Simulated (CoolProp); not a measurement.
Vapour-liquid equilibrium of CH3F (R41) (1) + chloromethane (R40) (2) at 0.588 MPa; x and y are mole fractions of (1).

Values from CoolProp's multi-fluid Helmholtz-energy mixture model, Lemmon 2006 and Thol 2014; pair parameters Bell 2016.

```json
[
 {"x": "0.05", "bubble temperature, mixture model (K)": "290.6", "bubble temperature, Raoult's law (K)": "290.1", "y, mixture model": "0.235", "y, Raoult's law": "0.268"},
 {"x": "0.15", "bubble temperature, mixture model (K)": "276.9", "bubble temperature, Raoult's law (K)": "276.8", "y, mixture model": "0.540", "y, Raoult's law": "0.574"},
 {"x": "0.25", "bubble temperature, mixture model (K)": "266.6", "bubble temperature, Raoult's law (K)": "267.1", "y, mixture model": "0.708", "y, Raoult's law": "0.734"},
 {"x": "0.35", "bubble temperature, mixture model (K)": "258.8", "bubble temperature, Raoult's law (K)": "259.7", "y, mixture model": "0.806", "y, Raoult's law": "0.827"},
 {"x": "0.45", "bubble temperature, mixture model (K)": "252.8", "bubble temperature, Raoult's law (K)": "253.7", "y, mixture model": "0.866", "y, Raoult's law": "0.885"},
 {"x": "0.55", "bubble temperature, mixture model (K)": "248.1", "bubble temperature, Raoult's law (K)": "248.7", "y, mixture model": "0.907", "y, Raoult's law": "0.924"},
 {"x": "0.65", "bubble temperature, mixture model (K)": "244.2", "bubble temperature, Raoult's law (K)": "244.6", "y, mixture model": "0.935", "y, Raoult's law": "0.951"},
 {"x": "0.75", "bubble temperature, mixture model (K)": "240.8", "bubble temperature, Raoult's law (K)": "241.0", "y, mixture model": "0.958", "y, Raoult's law": "0.970"},
 {"x": "0.85", "bubble temperature, mixture model (K)": "237.9", "bubble temperature, Raoult's law (K)": "237.8", "y, mixture model": "0.976", "y, Raoult's law": "0.985"},
 {"x": "0.95", "bubble temperature, mixture model (K)": "235.1", "bubble temperature, Raoult's law (K)": "235.1", "y, mixture model": "0.992", "y, Raoult's law": "0.996"}
]
```

The largest gap from Raoult's law is -0.9 K in bubble temperature, at x = 0.45. No azeotrope shows between x = 0.05 and 0.95.

Pair parameters are fitted to limited data, so mixtures are less certain than the pure fluids. The gap from Raoult's law changes sign with composition, which may be real or a fault of the pair parameters; it wasn't checked against measurements.
